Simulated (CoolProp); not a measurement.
CH2F2 (R32) along the isobar 6.04 MPa: fugacity coefficient from the reference equation and from simpler models built on Tc = 78.1 °C, pc = 5.783 MPa, ω = 0.277; each cubic takes its own stable root.

Values from CoolProp's reference Helmholtz-energy equation of state, Tillner-Roth 1997.

| T (°C) | phase | reference | van der Waals | Peng-Robinson |
|---|---|---|---|---|
| -46.05 | liquid | 0.02415 | 0.1424 | 0.02478 |
| -16.35 | liquid | 0.07829 | 0.2445 | 0.08156 |
| 13.35 | liquid | 0.1863 | 0.3704 | 0.1956 |
| 43.05 | liquid | 0.3555 | 0.5109 | 0.3721 |
| 72.75 | liquid | 0.5709 | 0.6516 | 0.5859 |
| 102.45 | supercritical | 0.7060 | 0.7377 | 0.7086 |
| 132.15 | supercritical | 0.7768 | 0.7864 | 0.7759 |
| 161.85 | supercritical | 0.8275 | 0.8231 | 0.8256 |
